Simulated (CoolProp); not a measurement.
Oxygen at 387.48 K and 0.101 MPa is compressed adiabatically to 0.279 MPa with isentropic efficiency 0.9. Each further row changes one setting.

Values from CoolProp's reference Helmholtz-energy equation of state, Schmidt 1985.

```tsv
case	work (kJ/kg)	final temperature (K)	final density (kg/m³)
as stated	131	524.4	2.05
efficiency 1	118	511.0	2.10
efficiency 0.65	182	575.4	1.86
```

Above 300 K oxygen's equation is extrapolated.
